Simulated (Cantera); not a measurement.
Input: 1 mol SiHCl3, a varied amount of NH3, 93 mol H2, held at 1823 K and 0.000760 bar.

Method: chemical equilibrium by Gibbs-energy minimisation in Cantera with the NASA 1993 tables (ideal gas, pure condensed phases). Candidate condensed phases: NH4Cl, Si, Si3N4; 28 gas species. Gases not in the tables: Si2H6 and higher silanes. Equilibrium is a limit: real reactors are often held back by kinetics, nucleation or transport.

### Question
Which condensed phases are stable at each of these points (n(NH3) (mol)): 3.5, 4.3, 5.4, 6.7, 8.3, 10, 13, 16, 20, 24, 30, 37, 46?

### Answer
```tsv
n(NH3) (mol)	condensed phases	Si condensed (%)
3.5	Si(l)	13.2
4.3	Si(l)	12.4
5.4	Si(l)	11.2
6.7	Si(l)	9.8
8.3	Si(l)	8.1
10	Si(l)	6.3
13	Si(l)	3.0
16	gas only	0.0
20	gas only	0.0
24	gas only	0.0
30	gas only	0.0
37	gas only	0.0
46	gas only	0.0
```

From 3.5 mol NH3 to 13 mol NH3 the condensed part is Si(l). From 16 mol NH3 to 46 mol NH3 nothing is condensed.
